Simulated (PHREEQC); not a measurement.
## Nickel, zinc or cadmium bath (model solution)

A solution holds 2.9 mmol/kgw NiSO4 and 16 mmol/kgw NiCl2, at 25 °C. Closed to the air; pH follows from the charge balance.

Equilibrium calculation in PHREEQC: ion-association model, wateq4f.dat.

Each row changes one thing in this solution. This is a speciation only: nothing precipitates in the calculation.

```json
[
 {"case": "as made", "pH": "6.00", "ionic strength (mol/kgw)": "0.0537", "Ni+2 (mol/kgw)": "0.0171", "NiCl+ (mol/kgw)": "0.000593", "NiCl2 (mol/kgw)": "4.40e-5", "NiOH+ (mol/kgw)": "1.27e-6", "SI of Ni(OH)2 (Ni(OH)2)": "-0.93"},
 {"case": "NiSO4 replaced by Na2SO4 at the same molality", "pH": "6.03", "ionic strength (mol/kgw)": "0.0513", "Ni+2 (mol/kgw)": "0.0144", "NiCl+ (mol/kgw)": "0.000508", "NiCl2 (mol/kgw)": "3.81e-5", "NiOH+ (mol/kgw)": "1.17e-6", "SI of Ni(OH)2 (Ni(OH)2)": "-0.93"},
 {"case": "NiSO4 from 0.0029 to 0.0145 mol/kgw", "pH": "6.00", "ionic strength (mol/kgw)": "0.0801", "Ni+2 (mol/kgw)": "0.0237", "NiCl+ (mol/kgw)": "0.000723", "NiCl2 (mol/kgw)": "4.98e-5", "NiOH+ (mol/kgw)": "1.61e-6", "SI of Ni(OH)2 (Ni(OH)2)": "-0.84"},
 {"case": "NiSO4 left out", "pH": "5.99", "ionic strength (mol/kgw)": "0.0468", "Ni+2 (mol/kgw)": "0.0154", "NiCl+ (mol/kgw)": "0.000557", "NiCl2 (mol/kgw)": "4.23e-5", "NiOH+ (mol/kgw)": "1.17e-6", "SI of Ni(OH)2 (Ni(OH)2)": "-0.96"},
 {"case": "0.0034 mol/kgw HCl added", "pH": "2.57", "ionic strength (mol/kgw)": "0.0569", "Ni+2 (mol/kgw)": "0.0172", "NiCl+ (mol/kgw)": "0.000647", "NiCl2 (mol/kgw)": "5.26e-5", "NiOH+ (mol/kgw)": "4.74e-10", "SI of Ni(OH)2 (Ni(OH)2)": "-7.78"}
]
```
